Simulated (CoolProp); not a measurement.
A simple Rankine cycle with R115: condensing at 293.15 K, boiler at 2.37 MPa, turbine inlet 344.6 K, turbine efficiency 0.85, pump efficiency 0.7, no recuperator. Each further row changes one setting.

The numbers come from the reference Helmholtz-energy equation of state, Lemmon 2016 in CoolProp.

```tsv
case	thermal efficiency (%)	net work (kJ/kg)	heat in (kJ/kg)	turbine exit temperature (K)	volume ratio over the turbine
as stated	8.7	10.2	117	305.0	3.71
turbine inlet 364.6 K	8.8	12.3	140	330.0	3.35
condensing temperature 285.15 K	10.1	12.6	126	299.1	4.70
boiler pressure 1.66 MPa	6.4	8.34	130	322.4	2.24
turbine efficiency 0.75	7.5	8.76	117	306.7	3.75
```
